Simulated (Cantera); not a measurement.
Charge: 1 mol C2H6, 0.18 mol NH3, 3.5 mol N2, held at 950 K.

Points: P (Pa) = 10, 72, 520, 3700, 27000, 190000, 1.4e+06, 1e+07.

Cantera's Mixture.equilibrate('TP', solver="vcs", rtol=1e-11, max_steps=5000) on the NASA tables stopped like this:

```
ERROR: FAILURE its = 5001!

*******************************************************************************
CanteraError thrown by MultiPhase::equilibrate:
VCS solver failed. Return code: -1
*******************************************************************************
```

Q: What got this run through?

A: One answer among several that fit: The failure is numerical, not chemical. The same input converged with solver="gibbs", rtol=1e-10, max_steps=50000, and the result passed a check of the equilibrium conditions:
```
log10 of partial pressures in bar; condensed amounts in mol
      P/Pa        N2        H2       CH4       NH3      C2H6     C(gr)
        10    -4.281    -4.322    -9.419   -11.707   -18.471         2
        72    -3.424    -3.464    -7.705    -9.992   -15.899         2
       520    -2.565    -2.606    -5.988    -8.275   -13.324     1.999
      3700    -1.712    -1.756    -4.287    -6.573   -10.772      1.99
   2.7e+04    -0.846    -0.904    -2.584    -4.863    -8.218     1.934
   1.9e+05     0.019    -0.120    -1.016    -3.255    -5.866     1.669
   1.4e+06     0.925     0.545     0.315    -1.803    -3.869     1.119
     1e+07     1.810     1.072     1.368    -0.571    -2.289    0.7035
```

The gas is ideal and each condensed phase is pure. The ideal-gas law is rough above about 30 bar.
